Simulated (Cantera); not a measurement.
Feed: 1 mol CaCO3, 3.8 mol H2, equilibrated at 902 °C and 24.0 Torr.

Equilibrium computed with Cantera from the NASA thermochemical tables; the gas is ideal and each condensed phase is pure. Candidate condensed phases: C, C6H6, C7H8, C8H18, Ca, CaCO3, CaO, Ca(OH)2, H2O; 115 gas species. Equilibrium is a limit: real reactors are often held back by kinetics, nucleation or transport.

Base state: H2 0.620, CO 0.171, H2O 0.171, CO2 0.0370 (mole fractions); condensed: CaO(s).

Problem. What changes in the equilibrium state with this change: temperature from 902 °C to 1825 °C?

Solution. 
```
species       before     after
-----------  -------  --------
H2             0.620     0.586
CO             0.171     0.194
H2O            0.171     0.193
CO2           0.0370    0.0130
H            5.40e-7    0.0132
CaOH           <1e-9   5.55e-5
OH           1.04e-9  0.000516
Ca             <1e-9   4.74e-5
Ca(OH)2        <1e-9   4.08e-5
CaO(s), mol     1.00     0.999
```
